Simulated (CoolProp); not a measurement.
Vapour-liquid equilibrium of n-decane (1) + n-dodecane (2) at 0.0773 MPa; x and y are mole fractions of (1).

The numbers come from the multi-fluid Helmholtz-energy mixture model, Lemmon 2006 and Lemmon 2004; pair parameters Bell 2016 in CoolProp.

| x | bubble temperature (K) | y at the bubble point | dew temperature at overall composition x (K) | liquid density (mol/L) |
|---|---|---|---|---|
| 0.05 | 475.4 | … | 477.1 | 3.585 |
| 0.15 | 469.6 | 0.313 | … | 3.660 |
| 0.25 | 464.3 | 0.472 | … | 3.736 |
| 0.35 | 459.4 | 0.598 | 468.5 | 3.811 |
| 0.45 | 455.0 | 0.698 | 465.1 | 3.886 |
| 0.55 | 451.0 | 0.779 | 461.4 | 3.961 |
| 0.65 | 447.4 | 0.844 | 457.2 | 4.037 |
| 0.75 | 444.1 | 0.898 | 452.5 | 4.113 |
| 0.85 | 441.1 | … | 447.1 | 4.191 |
| 0.95 | 438.3 | 0.983 | 440.6 | 4.270 |

Question: Fill in the missing entries.

Answer: 
- 0.05, y at the bubble point: 0.116
- 0.15, dew temperature at overall composition x (K): 474.4
- 0.25, dew temperature at overall composition x (K): 471.6
- 0.85, y at the bubble point: 0.944

No azeotrope shows between x = 0.05 and 0.95.

Pair parameters are fitted to limited data, so mixtures are less certain than the pure fluids.
